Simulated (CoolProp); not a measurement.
Saturation properties of R134a (Tc = 101.1 °C, pc = 4059 kPa, ω = 0.327).

The numbers come from the reference Helmholtz-energy equation of state, Tillner-Roth 1994 in CoolProp.

```
T (°C)  p (kPa)  liquid density (kg/m³)  surface tension (mN/m)  vapour viscosity (µPa s)
------  -------  ----------------------  ----------------------  ------------------------
-65.15    11.26                    1489                    21.2                      8.32
-50.75    28.19                    1448                    18.9                      8.87
-36.35    61.81                    1407                    16.7                      9.40
-21.95    121.9                    1364                    14.6                      9.93
-7.55     220.7                    1319                    12.5                      10.5
6.85      372.7                    1272                    10.5                      11.0
21.25     594.1                    1221                    8.53                      11.5
35.65     903.1                    1165                    6.66                      12.2
49.95      1316                    1103                    4.90                      12.9
64.35      1862                    1029                    3.25                      13.9
```

It boils at -26.1 °C under 1 atm.

Viscosity comes from a separate model (Huber 2003), an estimate that may be off by 10 % or more. Surface tension comes from a separate correlation (Mulero 2012).
